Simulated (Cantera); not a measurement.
Premixed flame

A freely propagating, adiabatic, planar premixed flame of H2 : O2 : N2 = 1 : 0.192 : 0.723 (molar parts), unburnt at 500 K and 0.200 bar; mixture-averaged transport, grid criteria slope 0.08 and curve 0.16, no radiation.

Model: the H2/O2 subset of GRI-Mech 3.0, which has no nitrogen chemistry, integrated in Cantera. Burning velocities carry a grid error of a few per cent, more on coarse grids.

| z (mm) | T (K) | u (m/s) | x H2 | x O2 | x H2O2 | x OH | x H | x H2O |
|---|---|---|---|---|---|---|---|---|
| -10.8 | 500 | 5.05 | 0.522 | 0.100 | <1e-8 | <1e-8 | <1e-8 | <1e-8 |
| -7.20 | 500 | 5.05 | 0.522 | 0.100 | <1e-8 | <1e-8 | <1e-8 | <1e-8 |
| -5.40 | 500 | 5.05 | 0.522 | 0.100 | <1e-8 | <1e-8 | <1e-8 | <1e-8 |
| -3.60 | 500 | 5.05 | 0.522 | 0.100 | <1e-8 | <1e-8 | 8.49e-8 | 3.84e-8 |
| -1.80 | 520 | 5.24 | 0.520 | 0.100 | 2.07e-6 | 5.23e-5 | 0.000396 | 0.00106 |
| -0.900 | 704 | 6.97 | 0.492 | 0.0947 | 1.72e-6 | 0.000262 | 0.0104 | 0.0168 |
| 0 | 1065 | 10.3 | 0.383 | 0.0570 | 1.74e-7 | 0.00105 | 0.0637 | 0.0985 |
| 0.900 | 1292 | 12.4 | 0.297 | 0.00762 | 7.54e-8 | 0.00137 | 0.102 | 0.194 |
| 1.80 | 1375 | 13.2 | 0.290 | 0.000673 | 5.00e-8 | 0.00134 | 0.0999 | 0.209 |
| 3.60 | 1465 | 13.9 | 0.298 | 0.000145 | 5.05e-8 | 0.00158 | 0.0883 | 0.211 |
| 7.20 | 1567 | 14.8 | 0.308 | 0.000114 | 4.47e-8 | 0.00180 | 0.0736 | 0.212 |
| 14.4 | 1675 | 15.7 | 0.318 | 8.32e-5 | 3.13e-8 | 0.00187 | 0.0577 | 0.214 |
| 28.8 | 1775 | 16.5 | 0.329 | 5.17e-5 | 1.81e-8 | 0.00174 | 0.0426 | 0.216 |
x: mole fraction of selected species; z is measured from the peak of heat release.

```
Item                        Result
------------------------  --------
laminar burning velocity  505 cm/s
thermal thickness          3.60 mm
peak x(H2O2)               3.08e-6
peak x(OH)                 0.00187
peak x(H)                    0.103
grid points                    150
```
